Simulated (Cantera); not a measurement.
What does this Cantera script print?

```python
import numpy as np
import cantera as ct

gas = ct.Solution("gri30.yaml")


def delay(T, t_max=10):
    gas.TPX = T, 420000, {'CH4': 1, 'C2H6': 0.27, 'O2': 3.04, 'N2': 8.8}
    reactor = ct.IdealGasConstPressureReactor(gas, clone=False)
    net = ct.ReactorNet([reactor])
    net.rtol, net.atol = 1e-8, 1e-16
    while net.time < t_max:
        t_old, T_old = net.time, reactor.T
        net.step()
        if reactor.T > T + 400:  # ignition: a rise of 400 K
            return t_old + (T + 400 - T_old) / (reactor.T - T_old) * (net.time - t_old)
    return np.nan


taus = []
for T in [1175, 1275, 1375, 1475, 1575, 1675, 1775]:
    taus.append(delay(T))
    print(f"T0 = {T:6g} K   tau = {taus[-1]:.4e} s")
```

Output:

```
T0 =   1175 K   tau = 1.6459e-03 s
T0 =   1275 K   tau = 3.8602e-04 s
T0 =   1375 K   tau = 1.2556e-04 s
T0 =   1475 K   tau = 5.2171e-05 s
T0 =   1575 K   tau = 2.5068e-05 s
T0 =   1675 K   tau = 1.3242e-05 s
T0 =   1775 K   tau = 7.5777e-06 s
```

Detailed kinetics in Cantera: GRI-Mech 3.0 (53 species, 325 reactions).
